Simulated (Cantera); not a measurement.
**Tantalum, niobium, vanadium and zirconium in process gases: Zr + N2 + H2**

Feed: 1 mol Zr, 0.38 mol N2, 130 mol H2, equilibrated at 1330 Pa.

These are equilibrium values from Cantera (NASA tables, ideal gas, pure condensed phases), not measurements of a reactor. Candidate condensed phases: Zr, ZrN; 11 gas species. Mutual solubility and eutectic melting of coexisting phases are not modelled. ZrN: taken at fixed stoichiometry. Condensed phases not in the tables: N, O or C dissolved in the metal. Equilibrium is a limit: real reactors are often held back by kinetics, nucleation or transport.

| T (K) | log p H2 | log p H | log p Zr | log p N2 | n Zr(β) | n ZrN(s) | n Zr(l) |
|---|---|---|---|---|---|---|---|
| 1698 | -1.88 | -4.78 | -11.41 | -12.84 | 0.240 | 0.760 | 0 |
| 1748 | -1.88 | -4.58 | -10.88 | -12.21 | 0.240 | 0.760 | 0 |
| 1798 | -1.88 | -4.39 | -10.38 | -11.61 | 0.240 | 0.760 | 0 |
| 1848 | -1.88 | -4.21 | -9.90 | -11.05 | 0.240 | 0.760 | 0 |
| 1898 | -1.88 | -4.05 | -9.45 | -10.51 | 0.240 | 0.760 | 0 |
| 1948 | -1.88 | -3.89 | -9.03 | -10.01 | 0.240 | 0.760 | 0 |
| 1998 | -1.88 | -3.74 | -8.63 | -9.53 | 0.240 | 0.760 | 0 |
| 2048 | -1.88 | -3.59 | -8.24 | -9.07 | 0.240 | 0.760 | 0 |
| 2098 | -1.89 | -3.46 | -7.88 | -8.64 | 0.240 | 0.760 | 0 |
| 2148 | -1.89 | -3.33 | -7.53 | -8.22 | 0 | 0.760 | 0.240 |
log p: log10 of the partial pressure in bar; n: condensed amount in mol.

From 1698 K to 2098 K the condensed part is Zr(β) + ZrN(s). At 2148 K the condensed part is Zr(l) + ZrN(s).
